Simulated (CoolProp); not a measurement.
The numbers come from the reference Helmholtz-energy equation of state, Penoncello 2003 in CoolProp.

Q: For CHF3 (R23), give the phase and the cp (kJ/(kg K)), cv (kJ/(kg K)), Joule-Thomson coefficient (K/MPa), conductivity (mW/(m K)) at 304.7 K and 5.24 MPa; 426.3 K and 5.24 MPa; 475 K and 5.24 MPa.

A: 
- 304.7 K and 5.24 MPa: supercritical; cp 7.40, cv 0.970, Joule-Thomson coefficient 10.1, conductivity 31.8
- 426.3 K and 5.24 MPa: supercritical; cp 1.04, cv 0.816, Joule-Thomson coefficient 4.37, conductivity 26.4
- 475 K and 5.24 MPa: supercritical; cp 1.05, cv 0.864, Joule-Thomson coefficient 3.22, conductivity 28.5

Thermal conductivity comes from a separate model (Shan 2000).
